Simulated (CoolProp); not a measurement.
Properties of R152A along the isotherm 443.7 K.

The numbers come from the reference Helmholtz-energy equation of state, Outcalt 1996 in CoolProp. It is a modified Benedict-Webb-Rubin equation, recast in Helmholtz form.

```csv
p (MPa),phase,Z,cv (kJ/(kg K)),viscosity (µPa s),Prandtl number
0.161,gas,0.9919,1.226,16.4,0.788
0.323,gas,0.9837,___,16.4,0.791
0.484,gas,0.9755,1.232,16.5,0.794
0.645,gas,0.9673,1.235,16.5,0.797
0.807,gas,0.9589,1.238,16.5,0.800
0.968,gas,0.9505,1.241,16.5,0.803
1.13,gas,0.9421,1.244,16.5,0.807
1.29,gas,0.9337,1.247,16.5,0.810
1.45,gas,0.9252,1.250,16.5,0.814
1.61,gas,0.9167,___,16.6,0.818
1.77,gas,0.9081,___,16.6,0.822
1.94,gas,0.8989,1.260,16.6,0.827
2.1,gas,0.8902,1.263,16.7,0.831
2.26,gas,0.8814,1.266,16.7,0.836
```

**Question.** Fill in the missing entries.

**Answer.** 
- 0.323, cv (kJ/(kg K)): 1.229
- 1.61, cv (kJ/(kg K)): 1.253
- 1.77, cv (kJ/(kg K)): 1.257

Viscosity comes from a separate model (Bell 2016), an estimate that may be off by 10 % or more. Thermal conductivity comes from a separate model (Krauss 1996).
